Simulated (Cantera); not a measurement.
SiCl4 + C2H2 + H2 (silicon carbide growth)

Input: 1 mol SiCl4, 0.64 mol C2H2, 750 mol H2, equilibrated at 10.0 mbar.

Cantera equilibrium calculation (NASA polynomials, part measured and part estimated; ideal gas, pure solids and liquids). Candidate condensed phases: C, C6H6, C7H8, C8H18, Si, SiC; 109 gas species. The tables' values for SiCl are old estimates; treat these amounts as uncertain. Gases not in the tables: Si2H6 and higher silanes. Kinetics and transport are ignored.

From 1198 K to 1798 K the condensed part is C(graphite) + SiC(s). From 1898 K to 1998 K the condensed part is SiC(s). From 2098 K to 2498 K nothing is condensed. The main Si-bearing gas is SiCl2 at 1198 K and Si at 2498 K.

| T (K) | log p H2 | log p H | log p HCl | log p Si | log p Cl | log p C2H2 (acetylene) | log p CH4 | n C(graphite) | n SiC(s) |
|---|---|---|---|---|---|---|---|---|---|
| 1198 | -2.00 | -7.72 | -4.27 | <-14 | -10.06 | -9.01 | -5.80 | 0.161 | 1.000 |
| 1298 | -2.00 | -6.97 | -4.27 | -12.92 | -9.32 | -8.26 | -6.10 | 0.220 | 1.000 |
| 1398 | -2.00 | -6.33 | -4.27 | -11.43 | -8.68 | -7.61 | -6.36 | 0.244 | 1.000 |
| 1498 | -2.00 | -5.77 | -4.27 | -10.14 | -8.13 | -7.06 | -6.59 | 0.248 | 0.999 |
| 1598 | -2.00 | -5.28 | -4.27 | -9.01 | -7.65 | -6.57 | -6.79 | 0.228 | 0.999 |
| 1698 | -2.00 | -4.84 | -4.28 | -8.02 | -7.22 | -6.15 | -6.96 | 0.166 | 0.998 |
| 1798 | -2.00 | -4.46 | -4.28 | -7.13 | -6.84 | -5.77 | -7.12 | 0.0245 | 0.991 |
| 1898 | -2.01 | -4.11 | -4.28 | -6.23 | -6.51 | -5.66 | -7.37 | 0 | 0.943 |
| 1998 | -2.01 | -3.80 | -4.28 | -5.48 | -6.20 | -5.43 | -7.54 | 0 | 0.701 |
| 2098 | -2.02 | -3.52 | -4.29 | -4.96 | -5.93 | -5.11 | -7.64 | 0 | 0 |
| 2198 | -2.03 | -3.27 | -4.31 | -4.93 | -5.68 | -5.11 | -7.88 | 0 | 0 |
| 2298 | -2.04 | -3.04 | -4.33 | -4.93 | -5.47 | -5.11 | -8.11 | 0 | 0 |
| 2398 | -2.07 | -2.84 | -4.36 | -4.94 | -5.27 | -5.13 | -8.34 | 0 | 0 |
| 2498 | -2.11 | -2.66 | -4.41 | -4.95 | -5.10 | -5.15 | -8.58 | 0 | 0 |
log p: log10 of the partial pressure in bar; n: condensed amount in mol.
